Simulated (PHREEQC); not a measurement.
Consider water at 5 °C with 0.42 mol/kgw HF and 0.3 mol/kgw (CH3)4NF. Closed to the air; pH follows from the charge balance.

All values are PHREEQC results (ion-association model, phreeqc.dat), not measurements.

Task: The ionic strength comes out as 0.303 mol/kgw. What activity coefficients do F-, HF2-, H+ get?

Result: F- 0.68, HF2- 0.74, H+ 0.79.

This is a speciation only: nothing precipitates in the calculation. Species that the database lacks are ignored. (CH3)4N+ isn't in the database: it is added as a free cation with an ion size of 4 Å. At this temperature some constants are extrapolated from 25 °C, and those without enthalpy data are left unchanged.
